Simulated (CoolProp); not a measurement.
The fluoroketone C6F12O (FK-5-1-12) along the isobar 5.71 bar: fugacity coefficient from the reference equation and from simpler models built on Tc = 168.7 °C, pc = 18.69 bar, ω = 0.471; each cubic takes its own stable root.

Computed with CoolProp (reference Helmholtz-energy equation of state, McLinden 2015).

```json
[
 {"T (°C)": "15.75", "phase": "liquid", "reference": "0.04810"},
 {"T (°C)": "28.15", "phase": "liquid", "reference": "0.08109"},
 {"T (°C)": "40.55", "phase": "liquid", "reference": "0.1292"},
 {"T (°C)": "52.85", "phase": "liquid", "reference": "0.1955"},
 {"T (°C)": "65.25", "phase": "liquid", "reference": "0.2841"},
 {"T (°C)": "77.65", "phase": "liquid", "reference": "0.3974"},
 {"T (°C)": "90.05", "phase": "liquid", "reference": "0.5371"},
 {"T (°C)": "102.45", "phase": "liquid", "reference": "0.7038"},
 {"T (°C)": "114.75", "phase": "gas", "reference": "0.8298"},
 {"T (°C)": "127.15", "phase": "gas", "reference": "0.8490"},
 {"T (°C)": "139.55", "phase": "gas", "reference": "0.8654"},
 {"T (°C)": "151.95", "phase": "gas", "reference": "0.8795"},
 {"T (°C)": "164.35", "phase": "gas", "reference": "0.8917"},
 {"T (°C)": "176.65", "phase": "gas", "reference": "0.9024"}
]
```

How far does each simpler model (Redlich-Kwong, Peng-Robinson) lie from the reference over these 14 states: mean and median of the absolute difference, and the worst?


- Redlich-Kwong: mean 61.7 %, median 34.5 %, worst +222.9 % at 15.75 °C and 5.71 bar
- Peng-Robinson: mean 0.7 %, median 0.7 %, worst +2.3 % at 15.75 °C and 5.71 bar

At some of these states Redlich-Kwong gives the other phase, because its saturation line lies elsewhere.
